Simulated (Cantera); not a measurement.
Feed: 1 mol Fe2O3, 1.2 mol H2, 2.2 mol H2O, equilibrated at 1975 °C and 42000 Pa.

Cantera equilibrium calculation (NASA polynomials, part measured and part estimated; ideal gas, pure solids and liquids). Candidate condensed phases: Fe, FeO, Fe(OH)2, Fe(OH)3, Fe2O3, Fe3O4, H2O; 12 gas species. The tables' stoichiometric FeO is somewhat more stable than real wüstite, so its field is too wide. FeO: taken at fixed stoichiometry. Rates play no part.

Base state: H2O 0.926, H2 0.0625, OH 0.00629, H 0.00283, O2 0.00122, Fe(OH)2 0.000973, Fe 0.000331, O 0.000197 (mole fractions); condensed: FeO(l).

**Question.** What changes in the equilibrium state with this change: pressure from 42000 Pa to 101000 Pa?

**Answer.** 
```tsv
species	before	after
H2O	0.926	0.931
H2	0.0625	0.0608
OH	0.00629	0.00413
Fe(OH)2	0.000973	0.000979
Fe	0.000331	0.000133
FeO	0.000166	6.87e-5
O	0.000197	8.43e-5
FeO(l), mol	1.99	2.00
```

**Question.** What changes in the equilibrium state with this change: H2 from 1.2 to 2.3 mol?

**Answer.** 
```json
[
 {"species": "H2O", "before": "0.926", "after": "0.705"},
 {"species": "H2", "before": "0.0625", "after": "0.283"},
 {"species": "H", "before": "0.00283", "after": "0.00603"},
 {"species": "OH", "before": "0.00629", "after": "0.00225"},
 {"species": "Fe", "before": "0.000331", "after": "0.00197"},
 {"species": "O2", "before": "0.00122", "after": "3.46e-5"},
 {"species": "O", "before": "0.000197", "after": "3.31e-5"},
 {"species": "Fe(OH)2", "before": "0.000973", "after": "0.000741"},
 {"species": "FeO(l), mol", "before": "1.99", "after": "1.99"}
]
```

**Question.** What changes in the equilibrium state with this change: H2 from 1.2 to 51 mol?

**Answer.** 
```
species        before     after
-----------  --------  --------
H2             0.0625     0.883
H2O             0.926    0.0960
H             0.00283    0.0107
Fe           0.000331    0.0102
O2            0.00122   6.58e-8
O            0.000197   1.44e-6
Fe(OH)2      0.000973   2.27e-5
OH            0.00629  0.000173
FeO(l), mol      1.99         0
Fe(l), mol          0      1.45
```
